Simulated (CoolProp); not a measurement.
Vapour pressure (MPa) of R124: the reference equation beside estimates from Tc = 395.4 K, pc = 3.624 MPa, ω = 0.288. Clausius-Clapeyron is anchored at 311.4 K with a constant enthalpy of vaporisation of 18.90 kJ/mol.

Computed with CoolProp (reference Helmholtz-energy equation of state, de Vries 1995).

```tsv
T (K)	reference	Clausius-Clapeyron	van der Waals	Peng-Robinson
296.7	0.3658	0.3937	1.026	0.3638
300.3	0.4087	0.4315	1.087	0.4065
304	0.4567	0.4732	1.153	0.4543
307.7	0.5088	0.5177	1.221	0.5062
311.4	0.5652	0.5652	1.291	0.5625
315.1	0.6262	0.6158	1.364	0.6235
318.7	0.6901	0.6680	1.438	0.6874
322.4	0.7608	0.7250	1.516	0.7583
326.1	0.8368	0.7854	1.597	0.8344
329.8	0.9182	0.8493	1.680	0.9162
333.4	1.003	0.9149	1.764	1.002
337.1	1.096	0.9859	1.852	1.095
340.8	1.195	1.061	1.944	1.195
344.5	1.301	1.140	2.038	1.302
```

Absolute difference from the reference over all 14 rows, mean and median: Clausius-Clapeyron 6.0 and 5.9 %, van der Waals 109.3 and 103.8 %, Peng-Robinson 0.3 and 0.4 %.
